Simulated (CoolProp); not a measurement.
The numbers come from the reference Helmholtz-energy equation of state, Zhou 2012 in CoolProp.

For ethylbenzene, give the phase and the Joule-Thomson coefficient (K/MPa), expansivity (1/kK) at 336.9 K and 4.14 MPa; 383.2 K and 4.14 MPa; 406.4 K and 4.14 MPa.


- 336.9 K and 4.14 MPa: liquid; Joule-Thomson coefficient -0.416, expansivity 1.05
- 383.2 K and 4.14 MPa: liquid; Joule-Thomson coefficient -0.347, expansivity 1.15
- 406.4 K and 4.14 MPa: liquid; Joule-Thomson coefficient -0.308, expansivity 1.23
